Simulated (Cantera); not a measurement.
Source: NASA polynomial tables (part measured, part estimated), evaluated in Cantera. Values are per mole of reaction as written; species without (g) are pure solids or liquids, kept so even where they would boil at 1 bar.

a) Zr + O₂(g) → ZrO₂(g)
b) 2 Ti + O₂(g) → 2 TiO(g)
c) Ti + O₂(g) → TiO₂

Order these by ΔG° at 1500 K, most negative first.

c (-674 kJ), a (-321 kJ), b (-168 kJ)
